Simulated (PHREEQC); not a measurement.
0.18 g of hydrous ferric oxide (600 m²/g; 0.2 weak and 0.005 strong sites per Fe, Dzombak-Morel constants, diffuse double layer) in 1 kg of water with 0.3 mol/kgw of an inert sodium salt and 7.1e-07 mol/kgw H3BO3, at 25 °C; the pH is set by adding NaOH or the inert anion's acid. Oxygen alone is held at its pressure in air (log pO2 = -0.68). No CO2 enters from the air. Nothing may precipitate in this run.

Base run: PHREEQC, ion-association model, wateq4f.dat. Each further column changes one thing. The table gives surface potential ψ (mV).

| pH | base | background salt from 0.3 to 0.03 mol/kgw | oxide from 0.18 to 0.9 g/kgw | 5.7e-05 mol/kgw BaCl2 added |
|---|---|---|---|---|
| 3 | 126 | 181 | 125 | 126 |
| 3.5 | 125 | ? | 125 | 125 |
| 4 | 123 | 168 | 123 | 123 |
| 5 | 110 | ? | 110 | 110 |
| 5.5 | 98 | 123 | 98 | 98 |
| 6 | 83 | 103 | 83 | 83 |
| 6.5 | 65 | 81 | 65 | 65 |
| 7 | 46 | 57 | 46 | 47 |
| 8 | 5 | 6 | 5 | 7 |
| 8.5 | -17 | ? | -17 | ? |
| 9 | -38 | -46 | -38 | -34 |

### Question
Fill in the missing entries.

### Answer

- 3.5, background salt from 0.3 to 0.03 mol/kgw: 177
- 5, background salt from 0.3 to 0.03 mol/kgw: 141
- 8.5, background salt from 0.3 to 0.03 mol/kgw: -21
- 8.5, 5.7e-05 mol/kgw BaCl2 added: -13

The oxide is taken as insoluble; below pH 4 it would dissolve.
